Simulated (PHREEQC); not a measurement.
Consider water at 25 °C with 5.4 mmol/kgw HCl, 9.7 mmol/kgw Li2SO4 and 6.5 mmol/kgw MnSO4. Closed to the air; pH follows from the charge balance.

Model: Pitzer model, pitzer.dat, run in PHREEQC.

Each row changes one thing in this solution. This is a speciation only: nothing precipitates in the calculation.

```json
[
 {"case": "as made", "pH": "2.55", "SO4-2 (mol/kgw)": "0.0143", "HSO4- (mol/kgw)": "0.00189"},
 {"case": "temperature from 25 to 15 °C", "pH": "…", "SO4-2 (mol/kgw)": "0.0146", "HSO4- (mol/kgw)": "0.00160"},
 {"case": "diluted 5-fold with water", "pH": "…", "SO4-2 (mol/kgw)": "0.00308", "HSO4- (mol/kgw)": "…"},
 {"case": "Li2SO4 replaced by LiCl at the same molality", "pH": "2.43", "SO4-2 (mol/kgw)": "…", "HSO4- (mol/kgw)": "0.000979"},
 {"case": "diluted 10-fold with water", "pH": "3.35", "SO4-2 (mol/kgw)": "…", "HSO4- (mol/kgw)": "5.12e-5"},
 {"case": "diluted 100-fold with water", "pH": "4.29", "SO4-2 (mol/kgw)": "0.000161", "HSO4- (mol/kgw)": "7.29e-7"},
 {"case": "Li2SO4 left out", "pH": "2.43", "SO4-2 (mol/kgw)": "0.00548", "HSO4- (mol/kgw)": "0.00102"}
]
```

Task: What belongs in the gaps?

Result: 
- temperature from 25 to 15 °C, pH: 2.51
- diluted 5-fold with water, pH: 3.09
- diluted 5-fold with water, HSO4- (mol/kgw): 0.000165
- Li2SO4 replaced by LiCl at the same molality, SO4-2 (mol/kgw): 0.00552
- diluted 10-fold with water, SO4-2 (mol/kgw): 0.00157

Complexes and solids missing from the database can't appear.
